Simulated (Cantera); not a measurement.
A perfectly stirred reactor is fed with CH4 : H2 = 1 : 2.2 (molar parts), at 750 Torr; it is held at 1775 K, and followed from long to short residence time.

Cantera simulation using GRI-Mech 3.0 (53 species, 325 reactions); the numbers are that mechanism's predictions, not measurements. GRI-Mech 3.0 stops at C3 and has no aromatics, soot or wall deposition, so with more carbon than oxygen in the feed, carbon stays in small species such as C2H2 where larger ones or solid carbon would form.

What does this change do: temperature 1775 to 1623 K?


```json
[
 {"quantity": "x(CH4) at τ = 13.0 s", "before": "0.0194", "after": "0.0607"},
 {"quantity": "x(H2) at τ = 13.0 s", "before": "0.868", "after": "0.842"},
 {"quantity": "x(C2H) at τ = 13.0 s", "before": "2.68e-7", "after": "2.57e-8"},
 {"quantity": "x(CH2) at τ = 13.0 s", "before": "4.21e-8", "after": "6.66e-9"},
 {"quantity": "x(C2H4) at τ = 13.0 s", "before": "0.00263", "after": "0.00686"},
 {"quantity": "x(CH4) at τ = 0.280 s", "before": "0.0414", "after": "0.129"},
 {"quantity": "x(H2) at τ = 0.280 s", "before": "0.855", "after": "0.800"},
 {"quantity": "x(C2H) at τ = 0.280 s", "before": "2.40e-7", "after": "1.68e-8"},
 {"quantity": "x(CH2) at τ = 0.280 s", "before": "8.05e-8", "after": "1.11e-8"},
 {"quantity": "x(C2H4) at τ = 0.280 s", "before": "0.00248", "after": "0.00518"}
]
```
